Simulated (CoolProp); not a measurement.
Vapour-liquid equilibrium of propylene (1) + R134a (2) at 193.7 K; x and y are mole fractions of (1).

Model: multi-fluid Helmholtz-energy mixture model, Lemmon 2013 and Tillner-Roth 1994; pair parameters Bell 2016, in CoolProp.

```tsv
x	bubble pressure, mixture model (MPa)	bubble pressure, Raoult's law (MPa)	y, mixture model	y, Raoult's law
0.05	0.007863	0.004554	0.533	0.199
0.2	0.01469	0.006693	0.776	0.541
0.35	0.01702	0.008831	0.819	0.717
0.5	0.01763	0.01097	0.832	0.825
0.65	0.01788	0.01311	0.839	0.897
0.8	0.01823	0.01525	0.862	0.950
0.95	0.01836	0.01738	0.941	0.989
```

The largest gap from Raoult's law is +119.5 % in bubble pressure, at x = 0.2. y crosses x between x = 0.8 and 0.95: the model has an azeotrope there.

Pair parameters are fitted to limited data, so mixtures are less certain than the pure fluids. With so large a gap from Raoult's law the liquid may split in two, which this calculation doesn't test in full.
